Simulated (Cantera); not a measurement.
## Counterflow diffusion flame

A counterflow diffusion flame at 1.01 bar, nozzles 20 mm apart: fuel side 47.8 % CO, 5.74 % H2, 35.9 % CH4, 10.5 % N2 at 400 K, oxidiser side 27.0 % O2, 73.0 % N2 at 350 K, fuel mass flux 0.73 times the oxidiser's; mixture-averaged transport, no radiation.

Cantera simulation using GRI-Mech 3.0 (53 species, 325 reactions); the numbers are that mechanism's predictions, not measurements. GRI-Mech 3.0 has no aromatics or soot, which form on the fuel side of real flames. The maximum strain rate includes the flame's own expansion and is several times the mean.

```csv
oxidiser flux (kg/m²/s),max strain (1/s),mean strain (1/s),T max (K),peak x OH,peak x H,peak x NO,peak x CO,peak x C2H2
0.61,314,63.0,2232,0.0117,0.00605,0.000333,0.479,0.00927
0.8,400,82.6,2213,0.0117,0.00635,0.000304,0.479,0.00899
1,490,103,2199,0.0116,0.00659,0.000281,0.479,0.00878
1.4,667,145,2179,0.0115,0.00698,0.000249,0.479,0.00849
1.8,842,186,2165,0.0114,0.00728,0.000227,0.479,0.00831
2.3,1060,238,2150,0.0113,0.00754,0.000204,0.479,0.00805
3.1,1400,320,2128,0.0110,0.00781,0.000174,0.479,0.00767
4,1770,413,2108,0.0107,0.00799,0.000149,0.479,0.00724
5.2,2270,537,2085,0.0102,0.00811,0.000123,0.479,0.00669
```
x: mole fraction; the columns are a selection and need not sum to one.
